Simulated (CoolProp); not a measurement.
Properties of diethyl ether along the isotherm 185.35 °C.

Model: reference Helmholtz-energy equation of state, Thol 2014, in CoolProp.

```json
[
 {"p (kPa)": "507", "phase": "gas", "cp (kJ/(kg K))": "2.182", "speed of sound (m/s)": "222.3"},
 {"p (kPa)": "1010", "phase": "gas", "cp (kJ/(kg K))": "2.258", "speed of sound (m/s)": "210.2"},
 {"p (kPa)": "1520", "phase": "gas", "cp (kJ/(kg K))": "2.371", "speed of sound (m/s)": "196.0"},
 {"p (kPa)": "2030", "phase": "gas", "cp (kJ/(kg K))": "2.559", "speed of sound (m/s)": "179.2"},
 {"p (kPa)": "2530", "phase": "gas", "cp (kJ/(kg K))": "2.931", "speed of sound (m/s)": "158.7"},
 {"p (kPa)": "3040", "phase": "gas", "cp (kJ/(kg K))": "4.312", "speed of sound (m/s)": "129.5"},
 {"p (kPa)": "3550", "phase": "liquid", "cp (kJ/(kg K))": "4.366", "speed of sound (m/s)": "203.1"},
 {"p (kPa)": "4060", "phase": "liquid", "cp (kJ/(kg K))": "3.783", "speed of sound (m/s)": "244.0"},
 {"p (kPa)": "4560", "phase": "liquid", "cp (kJ/(kg K))": "3.533", "speed of sound (m/s)": "274.4"},
 {"p (kPa)": "5070", "phase": "liquid", "cp (kJ/(kg K))": "3.382", "speed of sound (m/s)": "300.1"},
 {"p (kPa)": "5580", "phase": "liquid", "cp (kJ/(kg K))": "3.280", "speed of sound (m/s)": "322.4"}
]
```
